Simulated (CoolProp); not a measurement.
Ammonia at 293.15 K and 1.32 MPa flows at 0.2 m/s in a round tube of 12.7 mm bore and 1.5 µm roughness, fully developed (64/Re and Nu = 3.66 if laminar; Colebrook and Gnielinski if turbulent). Each further row changes one setting.

Computed with CoolProp (reference Helmholtz-energy equation of state, Gao 2020).

```
case              Reynolds number  Darcy friction factor  pressure drop (Pa/m)  heat-transfer coefficient (W/(m² K))  mass flow (kg/h)
----------------  ---------------  ---------------------  --------------------  ------------------------------------  ----------------
as stated                   11200                 0.0302                     ?                                     ?              55.7
velocity 0.4 m/s            22300                 0.0255                  98.0                                     ?               111
diameter 25.4 mm            22300                      ?                  12.2                                  1530               223
```

Q: Fill in the missing entries.

A: 
- as stated, pressure drop (Pa/m): 29.0
- as stated, heat-transfer coefficient (W/(m² K)): 1720
- velocity 0.4 m/s, heat-transfer coefficient (W/(m² K)): 3080
- diameter 25.4 mm, Darcy friction factor: 0.0253

Viscosity comes from a separate model (Fenghour 1995). Thermal conductivity comes from a separate model (Tufeu 1984).
